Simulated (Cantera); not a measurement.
Equilibrium for iron carbonyl, mercury and lead vapours: Pb + H₂

Feed: 1 mol Pb, a varied amount of H₂, at 1598 K and 0.00370 bar.

Method: chemical equilibrium by Gibbs-energy minimisation in Cantera with the NASA 1993 tables (ideal gas, pure condensed phases). Candidate condensed phases: Pb; 4 gas species. Kinetics and transport are ignored.

From 0.16 mol H₂ to 6.9 mol H₂ nothing is condensed. The main Pb-bearing gas is Pb throughout.

| n(H₂) (mol) | x H₂ | x Pb | x H | x Pb₂ |
|---|---|---|---|---|
| 0.16 | 0.138 | 0.862 | 0.000325 | 3.46e-5 |
| 0.28 | 0.219 | 0.781 | 0.000409 | 2.84e-5 |
| 0.47 | 0.319 | 0.680 | 0.000495 | 2.16e-5 |
| 0.81 | 0.447 | 0.552 | 0.000585 | 1.42e-5 |
| 1.4 | 0.583 | 0.417 | 0.000668 | 8.09e-6 |
| 2.4 | 0.705 | 0.294 | 0.000735 | 4.03e-6 |
| 4.1 | 0.803 | 0.196 | 0.000784 | 1.79e-6 |
| 6.9 | 0.873 | 0.127 | 0.000817 | 7.47e-7 |
x: gas mole fraction; nothing condenses.
